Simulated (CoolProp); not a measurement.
Properties of R1123 at several states.

Model: reference Helmholtz-energy equation of state, Akasaka 2020, in CoolProp.

```json
[
 {"T (K)": "372", "p (MPa)": "0.0894", "phase": "gas", "expansivity (1/kK)": "2.733", "fugacity coefficient": "0.9954"},
 {"T (K)": "323.2", "p (MPa)": "1.99", "phase": "gas", "expansivity (1/kK)": "6.239", "fugacity coefficient": "0.8369"},
 {"T (K)": "269.5", "p (MPa)": "0.286", "phase": "gas", "expansivity (1/kK)": "4.331", "fugacity coefficient": "0.9563"},
 {"T (K)": "292.3", "p (MPa)": "15.1", "phase": "liquid", "expansivity (1/kK)": "3.091", "fugacity coefficient": "0.1442"}
]
```
